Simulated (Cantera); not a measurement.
What does this Cantera script print?

```python
import numpy as np
import cantera as ct

gas_names = """
    H HNO HNO2 HNO3 HO2 H2 H2O H2O2 N NH NH2 NH3 NH2OH NO NO2 NO3 N2 N2H2 N2H4 N2O O OH O2 O3 Si SiH
    SiH2 SiH3 SiH4 SiN SiO SiO2 Si2 Si2N Si3
""".split()
cond_names = """
    H2O(s) H2O(L) Si(cr) Si(L) SiO2(Lqz) SiO2(hqz) SiO2(L) Si2N2O(s) Si3N4(a)
""".split()


# ... load() reads the species with a 1 bar reference pressure and builds the phases ...
atoms = {
    'Si3N4': {'Si': 3, 'N': 4},
    'O2': {'O': 2},
    'H2': {'H': 2},
}
top_T = {'Si2N2O(s)': 2100, 'Si3N4(a)': 2400}  # K; cautious upper limits of use, not melting points


# ... equilibrate(T, P, feed) seeds the gas with the atoms and calls Mixture.equilibrate('TP', solver="vcs", rtol=1e-11, max_steps=5000) ...
results = []
feed = {'Si3N4': 1, 'O2': 0.14, 'H2': 610}  # mol
P = 13000  # Pa
for T in [950, 1050, 1150, 1250, 1350, 1450, 1550, 1650, 1750, 1850, 1950]:
    mix = equilibrate(T, P, feed)
    results.append((T, P, feed, dict(zip(mix.species_names, mix.species_moles))))

top = {s: max(r[3][s] / sum(r[3][g] for g in gas_names) for r in results) for s in gas_names}
cols = sorted((s for s in top if top[s] > 0.001), key=lambda s: -top[s])[:8]
seen = [c for c in cond_names if any(r[3].get(c, 0) > 1e-12 for r in results)]
print("log10 of partial pressures in bar; condensed amounts in mol")
print(f"{'T/K':>10s}" + "".join(f"{s[:9]:>10s}" for s in cols + seen))
for T, P, feed, n in results:
    ng = sum(n[g] for g in gas_names)
    print(f"{T:10.4g}" + "".join(f"{np.log10(max(n[s] / ng * P / 1e5, 1e-99)):10.3f}" for s in cols)
          + "".join(f"{n.get(c, 0):10.4g}" for c in seen))
```

It prints:

```
log10 of partial pressures in bar; condensed amounts in mol
       T/K        H2        N2         H    Si(cr)     Si(L) Si2N2O(s)  Si3N4(a)
       950    -0.886    -4.703    -9.698         0         0      0.28    0.8133
      1050    -0.886    -4.702    -8.534         0         0      0.28    0.8133
      1150    -0.886    -4.702    -7.570         0         0      0.28    0.8133
      1250    -0.886    -4.702    -6.759         0         0      0.28    0.8133
      1350    -0.886    -4.701    -6.066         0         0      0.28    0.8133
      1450    -0.886    -4.698    -5.467         0         0    0.2789    0.8135
      1550    -0.887    -3.911    -4.945    0.7163         0    0.2668    0.5783
      1650    -0.888    -3.392    -4.486     2.622         0   0.09083         0
      1750    -0.888    -3.372    -4.077         0     2.696         0         0
      1850    -0.888    -3.372    -3.713         0     2.651         0         0
      1950    -0.889    -3.373    -3.385         0     2.523         0         0
```

Equilibrium computed with Cantera from the NASA thermochemical tables; the gas is ideal and each condensed phase is pure. Mutual solubility and eutectic melting of coexisting phases are not modelled. Gases not in the tables: Si2H6 and higher silanes.
